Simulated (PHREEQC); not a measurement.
Make-up at 25 °C: 0.18 mol CdSO4 and 0.0021 mol (CH3)4NCl per kg of water. Closed to the air; pH follows from the charge balance.

Computed with PHREEQC (ion-association model, wateq4f.dat).

This is a speciation only: nothing precipitates in the calculation.

### Question
Estimate the pH, ionic strength.

### Answer
pH 5.83; ionic strength 0.315 mol/kgw.

### Question
In which forms is Cd present?

### Answer
Cd+2 43 %, CdSO4 38 %, Cd(SO4)2-2 18 %, CdCl+ 0.8 % of the Cd.

Species that the database lacks are ignored. (CH3)4N+ isn't in the database: it is added as a free cation with an ion size of 4 Å.
